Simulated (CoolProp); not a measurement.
Vapour-liquid equilibrium of trans-2-butene (1) + ethanol (2) at 104.05 °C; x and y are mole fractions of (1).

Model: multi-fluid Helmholtz-energy mixture model, Lemmon 2005 and Schroeder 2014; pair parameters Bell 2016, in CoolProp.

```json
[
 {"x": "0.05", "bubble pressure, mixture model (kPa)": "471.5", "bubble pressure, Raoult's law (kPa)": "325.9", "y, mixture model": "0.457", "y, Raoult's law": "0.250"},
 {"x": "0.2", "bubble pressure, mixture model (kPa)": "986.1", "bubble pressure, Raoult's law (kPa)": "532.1", "y, mixture model": "0.753", "y, Raoult's law": "0.613"},
 {"x": "0.35", "bubble pressure, mixture model (kPa)": "1254", "bubble pressure, Raoult's law (kPa)": "738.3", "y, mixture model": "0.815", "y, Raoult's law": "0.774"},
 {"x": "0.5", "bubble pressure, mixture model (kPa)": "1364", "bubble pressure, Raoult's law (kPa)": "944.5", "y, mixture model": "0.838", "y, Raoult's law": "0.864"},
 {"x": "0.65", "bubble pressure, mixture model (kPa)": "1433", "bubble pressure, Raoult's law (kPa)": "1151", "y, mixture model": "0.856", "y, Raoult's law": "0.922"},
 {"x": "0.8", "bubble pressure, mixture model (kPa)": "1517", "bubble pressure, Raoult's law (kPa)": "1357", "y, mixture model": "0.889", "y, Raoult's law": "0.962"},
 {"x": "0.95", "bubble pressure, mixture model (kPa)": "1609", "bubble pressure, Raoult's law (kPa)": "1563", "y, mixture model": "0.962", "y, Raoult's law": "0.992"}
]
```

The largest gap from Raoult's law is +85.3 % in bubble pressure, at x = 0.2. No azeotrope shows between x = 0.05 and 0.95.

The pair parameters rest on a limited set of measurements; away from them the model extrapolates. With so large a gap from Raoult's law the liquid may split in two, which this calculation doesn't test in full.
